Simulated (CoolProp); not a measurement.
Properties of fluoroethane (R161) along the isobar 50 bar (Tc = 375.2 K, pc = 50.10 bar, ω = 0.216).

Values from CoolProp's reference Helmholtz-energy equation of state, Wu 2012.

```
T (K)   phase           Z  cp (kJ/(kg K))  cv (kJ/(kg K))  Joule-Thomson coefficient (K/MPa)
-----  ------  ----------  --------------  --------------  ---------------------------------
291.5  liquid      0.1347           2.182           1.443                         (withheld)
311.3  liquid      0.1333           2.304           1.481                           -0.01922
331.1  liquid      0.1345           2.464           1.534                         (withheld)
350.9  liquid      0.1401           2.765           1.616                         (withheld)
370.8  liquid      0.1635           4.879      (withheld)                              3.181
390.6     gas      0.5884           3.289      (withheld)                              11.45
410.4     gas  (withheld)           2.430           1.610                         (withheld)
430.2     gas      0.7515      (withheld)           1.596                              7.559
450       gas      0.7951           2.073           1.608                              6.410
```

Question: Some entries are withheld; supply them.

Answer: 
- 291.5, Joule-Thomson coefficient (K/MPa): -0.1691
- 331.1, Joule-Thomson coefficient (K/MPa): 0.2269
- 350.9, Joule-Thomson coefficient (K/MPa): 0.7375
- 370.8, cv (kJ/(kg K)): 1.806
- 390.6, cv (kJ/(kg K)): 1.681
- 410.4, Z: 0.6898
- 410.4, Joule-Thomson coefficient (K/MPa): 9.139
- 430.2, cp (kJ/(kg K)): 2.176
